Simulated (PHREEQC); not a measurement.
Make-up at 20 °C: 0.0012 mol/kgw KH2PO4, 0.041 mol/kgw K2HPO4 and 0.0001 mol/kgw H4SiO4. Closed to the air; pH follows from the charge balance.

Computed with PHREEQC (ion-association model, wateq4f.dat).

pH: 8.38
ionic strength: 0.120 mol/kgw
total alkalinity: 41.0 meq/kg

| species | molality | activity | log γ |
|---|---|---|---|
| K+ | 0.0811 | 0.0610 | -0.124 |
| HPO4-2 | 0.0389 | 0.0139 | -0.447 |
| KHPO4- | 0.00212 | 0.00165 | -0.109 |
| H2PO4- | 0.00122 | 0.000950 | -0.109 |
| H4SiO4 | 9.61e-5 | 9.88e-5 | 0.012 |
| PO4-3 | 1.39e-5 | 1.37e-6 | -1.006 |

This is a speciation only: nothing precipitates in the calculation. Complexes and solids missing from the database can't appear. H3PO4, which wateq4f.dat lacks, is added to it with the constant of phreeqc.dat.
